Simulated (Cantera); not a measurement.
Charge: 1 mol Cu2O, 0.94 mol C, 0.2 mol CO, equilibrated at 10.0 mbar.

Method: chemical equilibrium by Gibbs-energy minimisation in Cantera with the NASA 1993 tables (ideal gas, pure condensed phases). Candidate condensed phases: C, Cu, CuO, Cu2O; 15 gas species. Kinetics and transport are ignored.

x: gas mole fraction; n: condensed amount in mol.

| T (°C) | x CO | x CO2 | x Cu | x Cu2 | n Cu(s) | n Cu(l) |
|---|---|---|---|---|---|---|
| 902 | 0.947 | 0.0526 | 6.05e-7 | 1.28e-11 | 2.00 | 0 |
| 977 | 0.947 | 0.0526 | 4.64e-6 | 2.29e-10 | 2.00 | 0 |
| 1052 | 0.947 | 0.0526 | 2.81e-5 | 2.93e-9 | 2.00 | 0 |
| 1127 | 0.947 | 0.0526 | 0.000135 | 2.63e-8 | 0 | 2.00 |
| 1202 | 0.947 | 0.0526 | ? | ? | 0 | 2.00 |
| 1277 | 0.946 | 0.0525 | 0.00186 | 9.94e-7 | 0 | 2.00 |
| 1352 | 0.942 | 0.0523 | ? | ? | 0 | 1.99 |
| 1427 | 0.932 | 0.0518 | 0.0159 | 1.92e-5 | 0 | 1.98 |

Question: Complete the blanks.

Answer: 
- 1352, x Cu: 0.00571
- 1352, x Cu2: 4.69e-6
- 1202, x Cu: 0.000536
- 1202, x Cu2: 1.78e-7
